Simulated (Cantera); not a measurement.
Charge: 1 mol Al(CH₃)₃, 3.8 mol O₂, 62 mol N₂, held at 2025 K and 1.00 bar.

Equilibrium computed with Cantera from the NASA thermochemical tables; the gas is ideal and each condensed phase is pure. Candidate condensed phases: Al, AlN, Al₂O₃, C, C₆H₆, C₇H₈, C₈H₁₈, H₂O; 148 gas species. The feed counts by its element totals alone. Gases not in the tables: Al(OH)₃. Rates play no part.

Base state: N₂ 0.892, H₂O 0.0356, CO 0.0342, H₂ 0.0290, CO₂ 0.00897, H 0.000328, OH 4.20e-5 (mole fractions); condensed: Al₂O₃(s).

What changes in the equilibrium state with this change: O₂ from 3.8 to 19 mol?


| species | before | after |
|---|---|---|
| N₂ | 0.892 | 0.748 |
| O₂ | 1.82e-7 | 0.154 |
| H₂O | 0.0356 | 0.0537 |
| CO | 0.0342 | 0.000150 |
| H₂ | 0.0290 | 4.76e-5 |
| CO₂ | 0.00897 | 0.0362 |
| O | 3.45e-7 | 0.000317 |
| NO | 8.12e-6 | 0.00683 |
| OH | 4.20e-5 | 0.00156 |
| Al₂O₃(s), mol | 0.500 | 0.500 |
